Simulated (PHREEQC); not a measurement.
A column of 1 m (30 cells, dispersivity 0.08 m, 300 s a shift, diffusion coefficient 3e-10 m²/s) holds 0.14 eq of the database's cation exchanger X per kg of pore water, first in equilibrium with 1.4 mmol/kgw MgCl2 and 0.01 mmol/kgw HCl. It is flushed with 0.04 mol/kgw MgCl2, 0.017 mol/kgw (NH4)2SO4, 0.083 mol/kgw NaCl and 1e-05 mol/kgw HCl, at 25 °C. Values are for the last cell. The system is closed to CO2. Nothing may precipitate in this run.

Equilibrium calculation in PHREEQC: ion-association model, phreeqc.dat.

```json
[
 {"pore volumes": "0", "Na in solution (mol/kgw)": "0", "NH4 in solution (mol/kgw)": "0", "S in solution (mol/kgw)": "0", "Cl in solution (mol/kgw)": "0.00281", "Mg in solution (mol/kgw)": "0.00140", "MgX2 on the exchanger (mol/kgw)": "0.0700"},
 {"pore volumes": "0.2833", "Na in solution (mol/kgw)": "2.57e-10", "NH4 in solution (mol/kgw)": "0", "S in solution (mol/kgw)": "7.19e-6", "Cl in solution (mol/kgw)": "0.00288", "Mg in solution (mol/kgw)": "0.00144", "MgX2 on the exchanger (mol/kgw)": "0.0700"},
 {"pore volumes": "0.55", "Na in solution (mol/kgw)": "0.000503", "NH4 in solution (mol/kgw)": "7.92e-8", "S in solution (mol/kgw)": "0.00142", "Cl in solution (mol/kgw)": "0.0162", "Mg in solution (mol/kgw)": "0.00927", "MgX2 on the exchanger (mol/kgw)": "0.0698"},
 {"pore volumes": "0.8167", "Na in solution (mol/kgw)": "0.0114", "NH4 in solution (mol/kgw)": "0.000131", "S in solution (mol/kgw)": "0.00628", "Cl in solution (mol/kgw)": "0.0620", "Mg in solution (mol/kgw)": "0.0315", "MgX2 on the exchanger (mol/kgw)": "0.0676"},
 {"pore volumes": "1.083", "Na in solution (mol/kgw)": "0.0332", "NH4 in solution (mol/kgw)": "0.00170", "S in solution (mol/kgw)": "0.0111", "Cl in solution (mol/kgw)": "0.108", "Mg in solution (mol/kgw)": "0.0475", "MgX2 on the exchanger (mol/kgw)": "0.0635"},
 {"pore volumes": "1.217", "Na in solution (mol/kgw)": "0.0439", "NH4 in solution (mol/kgw)": "0.00342", "S in solution (mol/kgw)": "0.0129", "Cl in solution (mol/kgw)": "0.124", "Mg in solution (mol/kgw)": "0.0513", "MgX2 on the exchanger (mol/kgw)": "0.0612"},
 {"pore volumes": "1.483", "Na in solution (mol/kgw)": "0.0604", "NH4 in solution (mol/kgw)": "0.00818", "S in solution (mol/kgw)": "0.0151", "Cl in solution (mol/kgw)": "0.145", "Mg in solution (mol/kgw)": "0.0533", "MgX2 on the exchanger (mol/kgw)": "0.0566"},
 {"pore volumes": "1.75", "Na in solution (mol/kgw)": "0.0706", "NH4 in solution (mol/kgw)": "0.0135", "S in solution (mol/kgw)": "0.0162", "Cl in solution (mol/kgw)": "0.155", "Mg in solution (mol/kgw)": "0.0517", "MgX2 on the exchanger (mol/kgw)": "0.0524"},
 {"pore volumes": "2.017", "Na in solution (mol/kgw)": "0.0764", "NH4 in solution (mol/kgw)": "0.0184", "S in solution (mol/kgw)": "0.0166", "Cl in solution (mol/kgw)": "0.160", "Mg in solution (mol/kgw)": "0.0491", "MgX2 on the exchanger (mol/kgw)": "0.0489"},
 {"pore volumes": "2.283", "Na in solution (mol/kgw)": "0.0795", "NH4 in solution (mol/kgw)": "0.0225", "S in solution (mol/kgw)": "0.0169", "Cl in solution (mol/kgw)": "0.162", "Mg in solution (mol/kgw)": "0.0466", "MgX2 on the exchanger (mol/kgw)": "0.0463"},
 {"pore volumes": "2.55", "Na in solution (mol/kgw)": "0.0812", "NH4 in solution (mol/kgw)": "0.0257", "S in solution (mol/kgw)": "0.0169", "Cl in solution (mol/kgw)": "0.162", "Mg in solution (mol/kgw)": "0.0447", "MgX2 on the exchanger (mol/kgw)": "0.0443"},
 {"pore volumes": "2.817", "Na in solution (mol/kgw)": "0.0821", "NH4 in solution (mol/kgw)": "0.0281", "S in solution (mol/kgw)": "0.0170", "Cl in solution (mol/kgw)": "0.163", "Mg in solution (mol/kgw)": "0.0433", "MgX2 on the exchanger (mol/kgw)": "0.0428"},
 {"pore volumes": "2.95", "Na in solution (mol/kgw)": "0.0823", "NH4 in solution (mol/kgw)": "0.0291", "S in solution (mol/kgw)": "0.0170", "Cl in solution (mol/kgw)": "0.163", "Mg in solution (mol/kgw)": "0.0427", "MgX2 on the exchanger (mol/kgw)": "0.0422"},
 {"pore volumes": "3.217", "Na in solution (mol/kgw)": "0.0827", "NH4 in solution (mol/kgw)": "0.0306", "S in solution (mol/kgw)": "0.0170", "Cl in solution (mol/kgw)": "0.163", "Mg in solution (mol/kgw)": "0.0419", "MgX2 on the exchanger (mol/kgw)": "0.0414"},
 {"pore volumes": "3.483", "Na in solution (mol/kgw)": "0.0828", "NH4 in solution (mol/kgw)": "0.0316", "S in solution (mol/kgw)": "0.0170", "Cl in solution (mol/kgw)": "0.163", "Mg in solution (mol/kgw)": "0.0413", "MgX2 on the exchanger (mol/kgw)": "0.0407"},
 {"pore volumes": "3.75", "Na in solution (mol/kgw)": "0.0829", "NH4 in solution (mol/kgw)": "0.0324", "S in solution (mol/kgw)": "0.0170", "Cl in solution (mol/kgw)": "0.163", "Mg in solution (mol/kgw)": "0.0409", "MgX2 on the exchanger (mol/kgw)": "0.0403"},
 {"pore volumes": "4.017", "Na in solution (mol/kgw)": "0.0830", "NH4 in solution (mol/kgw)": "0.0329", "S in solution (mol/kgw)": "0.0170", "Cl in solution (mol/kgw)": "0.163", "Mg in solution (mol/kgw)": "0.0406", "MgX2 on the exchanger (mol/kgw)": "0.0400"}
]
```

Complexes and solids missing from the database can't appear.
